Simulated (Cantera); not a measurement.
Input: 1 mol C2F6, 0.14 mol H2, held at 2325 K.

Method: chemical equilibrium by Gibbs-energy minimisation in Cantera with the NASA 1993 tables (ideal gas, pure condensed phases). Candidate condensed phases: C, C6H6, C7H8, C8H18; 95 gas species. The feed counts by its element totals alone. The numbers say what is thermodynamically allowed, not how fast it happens.

**Question.** At 1.00e-5 bar, list the 7 most abundant gas species with their mole fractions, and the condensed phases.

**Answer.** F 0.929, HF 0.0458, CF 0.0169, CF2 0.00365, C3 0.00264, C 0.00125, H 0.000765. Condensed: C(graphite).
